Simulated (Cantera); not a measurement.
Charge: 1 mol HMDSO, 6.1 mol O3, 7.1 mol H2, held at 1975 K and 0.0320 bar.

These are equilibrium values from Cantera (NASA tables, ideal gas, pure condensed phases), not measurements of a reactor. Candidate condensed phases: C, C6H6, C7H8, C8H18, H2O, Si, SiC, SiO2; 123 gas species. The feed counts by its element totals alone. The tables hold silica as quartz up to 1696 K and as liquid above; real silica turns to tridymite and cristobalite and melts near 1996 K. Gases not in the tables: Si(OH)4. The numbers say what is thermodynamically allowed, not how fast it happens.

Base state: H2O 0.369, H2 0.354, CO 0.219, CO2 0.0510, H 0.00455, SiO 0.00145, OH 0.000452 (mole fractions); condensed: SiO2(condensed).

### Question
What changes in the equilibrium state with this change: H2 from 7.1 to 0.14 mol?

### Answer
```
species                 before     after
--------------------  --------  --------
H2O                      0.369     0.452
CO                       0.219     0.235
CO2                     0.0510     0.160
H2                       0.354     0.148
SiO                    0.00145  0.000496
O2                     1.93e-6   1.66e-5
O                      4.28e-6   1.25e-5
OH                    0.000452  0.000857
H                      0.00455   0.00294
SiO2(condensed), mol      1.97      1.99
```
